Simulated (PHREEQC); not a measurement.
Solution (25 °C): 0.023 mol ZnCl2, 0.054 mol NaCl and 6.7e-05 mol FeSO4 per kg of water. Closed to the air; pH follows from the charge balance.

All values are PHREEQC results (ion-association model, phreeqc.dat), not measurements.

Each row changes one thing in this solution. No solid was allowed to form.

| case | pH | ionic strength (mol/kgw) | Zn+2 (mol/kgw) | ZnCl+ (mol/kgw) | ZnCl2 (mol/kgw) | SO4-2 (mol/kgw) | SI of Halite (NaCl) |
|---|---|---|---|---|---|---|---|
| as made | 5.32 | 0.119 | 0.0209 | 0.00195 | 0.000111 | 3.96e-5 | -4.08 |
| ZnCl2 from 0.023 to 0.23 mol/kgw | 4.80 | 0.626 | 0.176 | 0.0416 | 0.00669 | 2.81e-5 | -3.54 |
| FeSO4 replaced by Fe2(SO4)3 at the same molality | 3.81 | 0.119 | 0.0209 | 0.00194 | 0.000111 | 0.000118 | -4.08 |
| FeSO4 from 6.7e-05 to 6.7e-06 mol/kgw | 5.32 | 0.119 | 0.0209 | 0.00195 | 0.000111 | 3.96e-6 | -4.08 |
| 0.015 mol/kgw HCl added | 1.91 | 0.133 | 0.0207 | 0.00214 | 0.000136 | 3.10e-5 | -4.03 |
| NaCl from 0.054 to 0.081 mol/kgw | 5.31 | 0.145 | 0.0205 | 0.00228 | 0.000157 | 4.08e-5 | -3.81 |
| FeSO4 replaced by CdSO4 at the same molality | 5.32 | 0.119 | 0.0209 | 0.00195 | 0.000111 | 3.96e-5 | -4.08 |
| temperature from 25 to 60 °C | 5.04 | 0.111 | 0.0168 | 0.00573 | 0.000346 | 3.99e-5 | -4.14 |

Species that the database lacks are ignored. Some of these states are supersaturated (in Fe(OH)3(a), Hematite (slow to form), for instance). At this temperature some constants are extrapolated from 25 °C, and those without enthalpy data are left unchanged.
